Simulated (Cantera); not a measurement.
An isothermal, constant-pressure homogeneous reactor starts with 15.2 % CH4, 84.8 % N2, at 1448 K and 0.578 Torr.

Computed with Cantera and GRI-Mech 3.0 (53 species, 325 reactions). GRI-Mech 3.0 stops at C3 and has no aromatics, soot or wall deposition, so with more carbon than oxygen in the feed, carbon stays in small species such as C2H2 where larger ones or solid carbon would form. Radical loss at walls, strong at low pressure, is not modelled.

Question: Predict: x(CH4) at 50.0 s; x(H2) at 50.0 s; x(C2H4) at 50.0 s; x(C2H2) at 50.0 s; x(C2H) at 50.0 s; x(C2H6) at 50.0 s; x(CH2) at 50.0 s.

Answer: 
```
Property                                              Value
-----------------  ----------------------------------------
x(CH4) at 50.0 s     0.0981 (gas-phase equilibrium 1.80e-5)
x(H2) at 50.0 s        0.0673 (gas-phase equilibrium 0.197)
x(C2H4) at 50.0 s   0.00233 (gas-phase equilibrium 2.27e-6)
x(C2H2) at 50.0 s     0.0208 (gas-phase equilibrium 0.0310)
x(C2H) at 50.0 s    6.84e-9 (gas-phase equilibrium 3.15e-8)
x(C2H6) at 50.0 s  1.25e-5 (gas-phase equilibrium 4.49e-12)
x(CH2) at 50.0 s   7.20e-8 (gas-phase equilibrium 1.59e-10)
```
